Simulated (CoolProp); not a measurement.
A single-stage vapour-compression cycle with the fluid: evaporating at 278.15 K (dew point), condensing at 344.15 K (bubble point), superheat 0 K, subcooling 8 K, compressor efficiency 0.8, no pressure losses. The same conditions are run with several fluids, on thermodynamics alone (safety and materials aside).

Values from CoolProp's reference Helmholtz-energy equation of state of each fluid (ammonia: Gao 2020; R236EA: Rui 2013; R142b: Lemmon 2006; R227EA: Lemmon 2016; R245ca: Zhou 2016; n-perfluorohexane: Gao 2022).

**Question.** Rank ammonia, R236EA, R142b, R227EA, R245ca, n-perfluorohexane by cooling COP, highest first.

**Answer.** ammonia (2.63), R245ca (2.60), R142b (2.58), R236EA (2.39), R227EA (1.93), n-perfluorohexane (1.86)

```tsv
fluid	pressure ratio	discharge temperature (K)	refrigerating effect (kJ/kg)	volumetric capacity (kJ/m³)
ammonia	6.57	452.0	960	3950
R236EA	8.32	344.1	91.7	608
R142b	6.52	355.5	137	1100
R227EA	6.49	344.1	51.5	973
R245ca	10.4	344.2	134	343
n-perfluorohexane	14.0	344.2	36.6	61.1
```

The compression ends wet for: R236EA; R227EA; R245ca; n-perfluorohexane.
